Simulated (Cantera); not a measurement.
# Premixed flame

A freely propagating, adiabatic, planar premixed flame of H₂ : O₂ : N₂ = 1 : 0.505 : 2.12 (molar parts), unburnt at 625 K and 0.430 bar; unity-Lewis-number transport, grid criteria slope 0.08 and curve 0.16, no radiation.

Model: the H2/O2 subset of GRI-Mech 3.0, which has no nitrogen chemistry, integrated in Cantera. Unity Lewis numbers drop preferential diffusion, which matters most where H2 and H carry the flame. Burning velocities carry a grid error of a few per cent, more on coarse grids.

```csv
z (mm),T (K),u (m/s),x H₂,x O₂,x H₂O,x H,x H₂O₂,x OH
-3.33,625,4.43,0.276,0.139,<1e-8,<1e-8,<1e-8,<1e-8
-2.22,625,4.43,0.276,0.139,5.75e-8,<1e-8,<1e-8,<1e-8
-1.66,625,4.43,0.276,0.139,5.01e-7,<1e-8,<1e-8,<1e-8
-1.11,625,4.43,0.276,0.139,1.30e-5,<1e-8,1.04e-8,<1e-8
-0.555,639,4.53,0.274,0.138,0.00179,4.75e-5,9.18e-7,6.07e-6
-0.277,799,5.60,0.250,0.127,0.0263,0.00442,2.01e-6,0.000319
0,1216,8.31,0.128,0.0737,0.131,0.0506,2.02e-6,0.00372
0.277,1488,9.98,0.0516,0.0361,0.199,0.0723,1.74e-6,0.00954
0.555,1621,10.8,0.0458,0.0300,0.211,0.0624,1.10e-6,0.0122
1.11,1771,11.6,0.0454,0.0265,0.221,0.0482,5.89e-7,0.0146
2.22,1928,12.5,0.0433,0.0229,0.233,0.0347,3.11e-7,0.0162
4.44,2082,13.3,0.0392,0.0192,0.247,0.0231,1.82e-7,0.0168
8.88,2220,14.0,0.0335,0.0155,0.261,0.0143,1.25e-7,0.0159
```
x: mole fraction of selected species; z is measured from the peak of heat release.

The laminar burning velocity is 443 cm/s and the thermal thickness comes out as 1.11 mm. The peak x(H) comes out as 0.0729, the peak x(H₂O₂) comes out as 2.17e-6 and the peak x(OH) comes out as 0.0168. The grid points is 134.
